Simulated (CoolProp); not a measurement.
Ethane along the isotherm 332.6 K: fugacity coefficient from the reference equation and from simpler models built on Tc = 305.3 K, pc = 4.872 MPa, ω = 0.099; each cubic takes its own stable root.

Values from CoolProp's reference Helmholtz-energy equation of state, Bücker 2006.

| p (MPa) | phase | reference |
|---|---|---|
| 0.0385 | gas | 0.9980 |
| 0.0791 | gas | 0.9958 |
| 0.162 | gas | 0.9914 |
| 0.334 | gas | 0.9823 |
| 0.685 | gas | 0.9639 |
| 1.41 | gas | 0.9263 |
| 2.89 | gas | 0.8511 |
| 5.93 | supercritical | 0.7009 |
| 12.2 | supercritical | 0.4643 |

Q: How far does each simpler model (van der Waals, Peng-Robinson) lie from the reference over these 9 states: mean and median of the absolute difference, and the worst?

A: 
- van der Waals: mean 0.7 %, median 0.2 %, worst +3.4 % at 332.6 K and 12.2 MPa
- Peng-Robinson: mean 1.2 %, median 0.5 %, worst -3.6 % at 332.6 K and 5.93 MPa
